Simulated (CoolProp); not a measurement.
Vapour-liquid equilibrium of dimethyl ether (1) + n-butane (2) at 242 K; x and y are mole fractions of (1).

The numbers come from the multi-fluid Helmholtz-energy mixture model, Wu 2011 and Bücker 2006; pair parameters Bell 2016 in CoolProp.

```tsv
x	bubble pressure, mixture model (kPa)	bubble pressure, Raoult's law (kPa)	y, mixture model	y, Raoult's law
0.05	32.06	29.12	0.207	0.131
0.125	?	32.83	0.395	0.290
0.2	45.10	36.54	0.511	0.417
0.275	50.16	40.26	0.592	0.520
0.35	54.46	43.97	0.653	0.606
0.425	58.16	47.68	0.701	0.679
0.5	61.38	51.40	0.741	0.741
0.575	64.22	55.11	0.777	0.795
0.65	?	58.82	?	0.841
0.725	?	62.54	0.845	0.883
0.8	71.30	66.25	0.881	0.920
0.875	?	69.96	0.920	0.952
0.95	75.10	73.68	0.965	0.982
```

**Question.** Some entries are withheld; supply them.

**Answer.** 
- 0.125, bubble pressure, mixture model (kPa): 39.13
- 0.65, bubble pressure, mixture model (kPa): 66.79
- 0.65, y, mixture model: 0.811
- 0.725, bubble pressure, mixture model (kPa): 69.13
- 0.875, bubble pressure, mixture model (kPa): 73.30

The largest gap from Raoult's law is +24.6 % in bubble pressure, at x = 0.275. No azeotrope shows between x = 0.05 and 0.95.

Pair parameters are fitted to limited data, so mixtures are less certain than the pure fluids.
